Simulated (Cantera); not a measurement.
## Thermodynamics of thermal oxidation and active oxidation of silicon, feed Si + O₂ + N₂

Charge: 1 mol Si, 0.21 mol O₂, 9 mol N₂, held at 0.740 Pa.

Equilibrium computed with Cantera from the NASA thermochemical tables; the gas is ideal and each condensed phase is pure. Candidate condensed phases: Si, SiO₂, Si₂N₂O, Si₃N₄; 16 gas species. N₂ is the only nitrogen source here; it is nearly inert below about 1500 K, so the nitride shown seldom forms there in practice. Mutual solubility and eutectic melting of coexisting phases are not modelled. The tables' values for SiN are old estimates; treat these amounts as uncertain. Rates play no part.

| T (°C) | x N₂ | x Si | x SiO | x Si₂ | n Si₂N₂O(s) | n Si₃N₄(s) | n Si(s) |
|---|---|---|---|---|---|---|---|
| 627 | 1.00 | <1e-12 | <1e-12 | <1e-12 | 0.420 | 0.0533 | 0 |
| 727 | 1.00 | <1e-12 | 1.55e-11 | <1e-12 | 0.420 | 0.0533 | 0 |
| 827 | 1.00 | 8.20e-12 | 9.38e-9 | <1e-12 | 0.420 | 0.0533 | 0 |
| 927 | 1.000 | 4.61e-9 | 1.92e-6 | <1e-12 | 0.420 | 0.0533 | 0 |
| 1027 | 1.000 | 9.68e-7 | 0.000171 | 3.91e-11 | 0.419 | 0.0538 | 0 |
| 1127 | 0.992 | 9.44e-5 | 0.00793 | 4.76e-8 | 0.352 | 0.0757 | 0 |
| 1227 | 0.954 | 0.00142 | 0.0445 | 1.82e-6 | 0 | 0 | 0.566 |
| 1327 | 0.943 | 0.0132 | 0.0440 | 3.28e-5 | 0 | 0 | 0.452 |
| 1427 | 0.900 | 0.0573 | 0.0420 | 0.000157 | 0 | 0 | 0 |
| 1527 | 0.900 | 0.0578 | 0.0420 | 4.71e-5 | 0 | 0 | 0 |
| 1627 | 0.900 | 0.0579 | 0.0420 | 1.58e-5 | 0 | 0 | 0 |
| 1727 | 0.900 | 0.0579 | 0.0420 | 5.92e-6 | 0 | 0 | 0 |
| 1827 | 0.900 | 0.0580 | 0.0420 | 2.43e-6 | 0 | 0 | 0 |
| 1927 | 0.900 | 0.0580 | 0.0420 | 1.08e-6 | 0 | 0 | 0 |
x: gas mole fraction; n: condensed amount in mol.

From 627 °C to 1127 °C the condensed part is Si₂N₂O(s) + Si₃N₄(s). From 1227 °C to 1327 °C the condensed part is Si(s). From 1427 °C to 1927 °C nothing is condensed.
